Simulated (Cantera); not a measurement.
Hydrocarbon pyrolysis for carbon deposition

A perfectly stirred reactor is fed with 14.0 % C2H6, 85.7 % H2, 0.281 % H2O, at 120 Torr; it is held at 1973 K, and followed from long to short residence time.

Computed with Cantera and GRI-Mech 3.0 (53 species, 325 reactions). GRI-Mech 3.0 stops at C3 and has no aromatics, soot or wall deposition, so with more carbon than oxygen in the feed, carbon stays in small species such as C2H2 where larger ones or solid carbon would form.

```
τ (s)     x C2H6   x H2    x CH2  x C2H2    x CH4
------  --------  -----  -------  ------  -------
23       5.00e-8  0.886  3.94e-7   0.108  0.00121
7.6      1.32e-7  0.885  5.76e-7   0.107  0.00178
2.5      3.81e-7  0.885  9.23e-7   0.107  0.00289
0.82     1.14e-6  0.883  1.54e-6   0.106  0.00488
0.27     3.42e-6  0.881  2.56e-6   0.105  0.00829
0.088    1.04e-5  0.877  4.22e-6   0.103   0.0140
0.029    3.06e-5  0.870  6.80e-6  0.0990   0.0229
0.0095   8.96e-5  0.861  1.08e-5  0.0932   0.0361
0.0031  0.000256  0.849  1.68e-5  0.0847   0.0536
0.0010  0.000718  0.833  2.58e-5  0.0733   0.0744
```
x: mole fraction; the columns are a selection and need not sum to one.
